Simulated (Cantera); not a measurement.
An adiabatic, constant-pressure homogeneous reactor starts with H₂ : O₂ : N₂ = 1 : 0.649 : 2.44 (molar parts), equivalence ratio 0.77, at 1500 K and 1000000 Pa. Integrator tolerance rtol = 1e-08.

Computed with Cantera and the H2/O2 subset of GRI-Mech 3.0, which has no nitrogen chemistry. The hydrogen kinetics of GRI-Mech 3.0 are dated; newer H2 mechanisms differ, most at raised pressure.

Question: What does this change do: H2 1 to 0.42 parts?

Answer: 
| quantity | before | after |
|---|---|---|
| time of steepest temperature rise | 1.49 µs | 1.80 µs |
| temperature at 0.300 s | 2932 K | 2315 K |
| equilibrium temperature | 2932 K | 2315 K |
| x(H₂) at 0.300 s | 0.0139 (gas-phase equilibrium 0.0139) | 0.000247 (gas-phase equilibrium 0.000247) |
| x(O₂) at 0.300 s | 0.0394 (gas-phase equilibrium 0.0394) | 0.132 (gas-phase equilibrium 0.132) |
| x(H₂O₂) at 0.300 s | 2.39e-6 (gas-phase equilibrium 2.39e-6) | 6.57e-7 (gas-phase equilibrium 6.57e-7) |
| x(HO₂) at 0.300 s | 2.95e-5 (gas-phase equilibrium 2.95e-5) | 1.19e-5 (gas-phase equilibrium 1.19e-5) |
| x(H₂O) at 0.300 s | 0.244 (gas-phase equilibrium 0.244) | 0.125 (gas-phase equilibrium 0.125) |
| x(OH) at 0.300 s | 0.0264 (gas-phase equilibrium 0.0264) | 0.00434 (gas-phase equilibrium 0.00434) |

Question: What does this change do: constant volume in place of constant pressure?

Answer: 
```tsv
quantity	before	after
time of steepest temperature rise	1.49 µs	1.45 µs
temperature at 0.300 s	2932 K	3131 K
equilibrium temperature	2932 K	3131 K
x(H₂) at 0.300 s	0.0139 (gas-phase equilibrium 0.0139)	0.0186 (gas-phase equilibrium 0.0186)
x(O₂) at 0.300 s	0.0394 (gas-phase equilibrium 0.0394)	0.0391 (gas-phase equilibrium 0.0391)
x(H₂O₂) at 0.300 s	2.39e-6 (gas-phase equilibrium 2.39e-6)	4.17e-6 (gas-phase equilibrium 4.17e-6)
x(HO₂) at 0.300 s	2.95e-5 (gas-phase equilibrium 2.95e-5)	4.79e-5 (gas-phase equilibrium 4.79e-5)
x(H₂O) at 0.300 s	0.244 (gas-phase equilibrium 0.244)	0.232 (gas-phase equilibrium 0.232)
x(OH) at 0.300 s	0.0264 (gas-phase equilibrium 0.0264)	0.0335 (gas-phase equilibrium 0.0335)
```
Above 3000 K some thermodynamic fits are extrapolated.
